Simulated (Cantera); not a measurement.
Input (Python, Cantera) and output of one run.

```python
import numpy as np
import cantera as ct

gas_names = """
    NO2 PH3 H2O N
""".split()
cond_names = """
    P4O10(s)
""".split()


def load(file, names, dense=False):
    # The tables refer to 1 bar. Condensed volumes are neglected.
    table = {s.name: s for s in ct.Species.list_from_file(file)}
    out = []
    for n in names:
        d = dict(table[n].input_data)
        d["thermo"] = dict(d["thermo"], **{"reference-pressure": 1e5})
        if dense:
            d["equation-of-state"] = {"model": "constant-volume", "density": "1e6 g/cm^3"}
        out.append(ct.Species.from_dict(d))
    return out


species = {s.name: s for s in load("nasa_gas.yaml", gas_names) + load("nasa_condensed.yaml", cond_names)}
# Each term lists the table entries of one substance; the one whose range holds T is used.
reactions = {
    '8 NO2(g) + 4 PH3(g) = 6 H2O(g) + 8 N(g) + P4O10':
        [(-8, ['NO2']), (-4, ['PH3']), (6, ['H2O']), (8, ['N']), (1, ['P4O10(s)'])],
}


def pick(names, T):
    return next(species[n] for n in names if species[n].thermo.min_temp <= T <= species[n].thermo.max_temp)


results = []
for label, terms in reactions.items():
    print(label)
    print("     T/K   dH/kJ  dS/(J/K)   dG/kJ   log10 K")
    for T in [350, 375, 400, 425, 450, 475, 500, 525, 550]:
        used = [(nu, pick(names, T)) for nu, names in terms]
        dH = sum(nu * s.thermo.h(T) for nu, s in used) / 1e6
        dS = sum(nu * s.thermo.s(T) for nu, s in used) / 1e3
        dG = dH - T * dS / 1e3
        logK = -dG * 1e6 / (ct.gas_constant * T * np.log(10))
        results.append((label, T, dH, dS, dG, logK, [s.name for _, s in used]))
        print(f"{T:8g} {dH:8.1f} {dS:8.1f} {dG:8.1f} {logK:8.2f}")
```

Result:

```
8 NO2(g) + 4 PH3(g) = 6 H2O(g) + 8 N(g) + P4O10
     T/K   dH/kJ  dS/(J/K)   dG/kJ   log10 K
     350   -967.7   -152.5   -914.3   136.45
     375   -964.2   -142.9   -910.6   126.84
     400   -960.7   -133.8   -907.2   118.46
     425   -957.2   -125.3   -903.9   111.10
     450   -953.6   -117.2   -900.9   104.57
     475   -950.1   -109.5   -898.1    98.76
     500   -946.5   -102.1   -895.4    93.54
     525   -942.9    -95.1   -893.0    88.84
     550   -939.3    -88.4   -890.7    84.59
```

Cantera with NASA thermochemical tables; ideal gases at 1 bar, condensed phases pure. Condensed species are held in their standard states even where they would react or evaporate.
